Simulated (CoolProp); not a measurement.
Vapour-liquid equilibrium of isohexane (1) + n-heptane (2) at 127.25 °C; x and y are mole fractions of (1).

The numbers come from the multi-fluid Helmholtz-energy mixture model, Lemmon 2006 and Span 2003; pair parameters Bell 2016 in CoolProp.

| x | bubble pressure, mixture model (kPa) | bubble pressure, Raoult's law (kPa) | y, mixture model | y, Raoult's law |
|---|---|---|---|---|
| 0.05 | 237.1 | 238.1 | 0.110 | 0.121 |
| 0.15 | 270.4 | 273.5 | 0.291 | 0.315 |
| 0.25 | 303.8 | 308.8 | 0.434 | 0.465 |
| 0.35 | 337.6 | 344.2 | 0.551 | 0.584 |
| 0.45 | 371.9 | 379.6 | 0.650 | 0.681 |
| 0.55 | 406.9 | 414.9 | 0.734 | 0.761 |
| 0.65 | 442.6 | 450.3 | 0.807 | 0.829 |
| 0.75 | 479.1 | 485.6 | 0.870 | 0.887 |
| 0.85 | 516.5 | 521.0 | 0.927 | 0.937 |
| 0.95 | 554.6 | 556.4 | 0.977 | 0.980 |

The largest gap from Raoult's law is -2.0 % in bubble pressure, at x = 0.45. No azeotrope shows between x = 0.05 and 0.95.

Pair parameters are fitted to limited data, so mixtures are less certain than the pure fluids.
